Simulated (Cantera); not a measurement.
Premixed flame

A freely propagating, adiabatic, planar premixed flame of 46.0 % H2, 13.5 % O2, 40.5 % N2, equivalence ratio 1.7, unburnt at 700 K and 630000 Pa; mixture-averaged transport, grid criteria slope 0.08 and curve 0.16, no radiation.

Computed with Cantera and the H2/O2 subset of GRI-Mech 3.0, which has no nitrogen chemistry. The hydrogen kinetics of GRI-Mech 3.0 are dated; newer H2 mechanisms differ, most at raised pressure. Burning velocities carry a grid error of a few per cent, more on coarse grids.

```tsv
z (mm)	T (K)	u (m/s)	x H2	x O2	x H2O	x HO2	x O	x OH
-0.130	700	14.8	0.460	0.135	<1e-8	<1e-8	<1e-8	<1e-8
-0.0869	700	14.8	0.460	0.135	<1e-8	<1e-8	<1e-8	<1e-8
-0.0652	700	14.8	0.460	0.135	1.08e-8	1.71e-8	<1e-8	<1e-8
-0.0434	700	14.8	0.460	0.135	1.02e-6	2.02e-6	1.02e-8	<1e-8
-0.0217	732	15.3	0.454	0.136	0.00119	0.000596	1.50e-5	7.67e-5
-0.0109	995	20.2	0.416	0.129	0.0249	0.000771	0.000480	0.00125
0	1463	28.6	0.321	0.0904	0.110	0.000372	0.00350	0.00410
0.0109	1805	34.9	0.230	0.0365	0.212	0.000142	0.00516	0.00867
0.0217	1974	37.9	0.196	0.0128	0.258	4.80e-5	0.00438	0.0112
0.0434	2135	40.6	0.188	0.00303	0.279	1.13e-5	0.00321	0.0124
0.0869	2284	42.9	0.194	0.00136	0.287	5.22e-6	0.00206	0.0116
0.174	2414	44.9	0.201	0.000727	0.295	2.73e-6	0.00112	0.00956
0.348	2515	46.4	0.206	0.000337	0.301	1.19e-6	0.000520	0.00707
```
x: mole fraction of selected species; z is measured from the peak of heat release.

```yaml
laminar_burning_velocity: 1480 cm/s
thermal_thickness: 0.0434 mm
peak x(HO2): 0.000982
peak x(O): 0.00518
peak x(OH): 0.0125
grid_points: 116
```
